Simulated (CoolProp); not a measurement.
Toluene at 293.15 K and 0.161 MPa is throttled through a valve to 0.0831 MPa with no heat exchange. Each further row changes one setting.

Values from CoolProp's reference Helmholtz-energy equation of state, Lemmon 2006. It is a short technical equation, of lower accuracy than the large ones.

```tsv
case	temperature change (K)
as stated	+0.0
outlet pressure 0.0249 MPa	+0.1
outlet pressure 0.108 MPa	+0.0
```
